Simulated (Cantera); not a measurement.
A perfectly stirred reactor is fed with 7.05 % CH3OH, 19.6 % O2, 73.3 % N2, equivalence ratio 0.54, at 2.00 bar; it is adiabatic with a 775 K inlet, and is followed from long to short residence time, starting on the burning branch (τ in s: 0.38, 0.15, 0.058, 0.023, 0.0089, 0.0035, 0.0014, 0.00054, 0.00021, 8.2e-05, 3.2e-05, 1.3e-05).

Model: GRI-Mech 3.0 (53 species, 325 reactions), integrated in Cantera. GRI-Mech 3.0 was tuned for natural gas; its chemistry of methanol as a main component is partial and can be far from experiment.

One state of this run: T (K) = 1985; x CH3OH = 1.81e-6; x O2 = 0.0868; x CH3 = 5.74e-8; x NO = 0.000122; x HO2 = 2.47e-6. x: mole fraction; the columns are a selection and need not sum to one.

Which value of τ (s) does it belong to?
A. 0.15
B. 0.058
C. 0.0014
D. 0.00054

B, 0.058
